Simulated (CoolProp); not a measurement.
A closed Brayton cycle with nitrogen: compressor inlet 326.15 K and 2.4 MPa, high pressure 6.38 MPa, turbine inlet 940 K, compressor efficiency 0.89, turbine efficiency 0.9, recuperator effectiveness 0.8 (on enthalpy, no pinch check). Each further row changes one setting.

Model: reference Helmholtz-energy equation of state, Span 2000, in CoolProp.

| case | thermal efficiency (%) | net work (kJ/kg) | compressor to turbine work | compressor exit (K) | turbine exit (K) |
|---|---|---|---|---|---|
| as stated | 33.2 | 95.8 | 0.56 | 445.0 | 748.5 |
| turbine inlet 890 K | 31.4 | 83.9 | … | 445.0 | … |
| compressor inlet 336.15 K | … | 91.9 | 0.58 | 458.5 | 748.5 |
| high pressure 5.42 MPa | 32.3 | 86.1 | 0.54 | 422.9 | 777.7 |
| recuperator effectiveness 0.5 | 24.8 | 95.8 | 0.56 | 445.0 | 748.5 |

Question: Complete the blanks.

Answer: 
- turbine inlet 890 K, compressor to turbine work: 0.60
- turbine inlet 890 K, turbine exit (K): 707.1
- compressor inlet 336.15 K, thermal efficiency (%): 32.2
